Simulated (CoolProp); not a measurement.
c-C4F8 (RC318) at several states: density (kg/m³) from the reference equation and from simpler models built on Tc = 388.4 K, pc = 2778 kPa, ω = 0.355; each cubic takes its own stable root.

The numbers come from the reference Helmholtz-energy equation of state, Platzer 1990 in CoolProp. This equation is an older, rougher fit; its heat capacities, sound speeds and derivatives of the liquid may be far off and weren't checked against measurements.

```tsv
T (K)	p (kPa)	phase	reference
483.9	7720	supercritical	580.7
454.8	194	gas	10.40
477.5	28.2	gas	1.423
340.9	64.7	gas	4.622
432.3	11700	supercritical	1049
```

Question: How far does each simpler model (ideal gas, van der Waals, Soave-Redlich-Kwong, Peng-Robinson) lie from the reference over these 5 states: mean and median of the absolute difference, and the worst?

Answer: 
- ideal gas: mean 14.9 %, median 1.3 %, worst -37.9 % at 432.3 K and 11700 kPa
- van der Waals: mean 5.6 %, median 0.3 %, worst -18.4 % at 432.3 K and 11700 kPa
- Soave-Redlich-Kwong: mean 2.9 %, median 0.0 %, worst -7.6 % at 483.9 K and 7720 kPa
- Peng-Robinson: mean 0.9 %, median 0.2 %, worst +2.3 % at 432.3 K and 11700 kPa
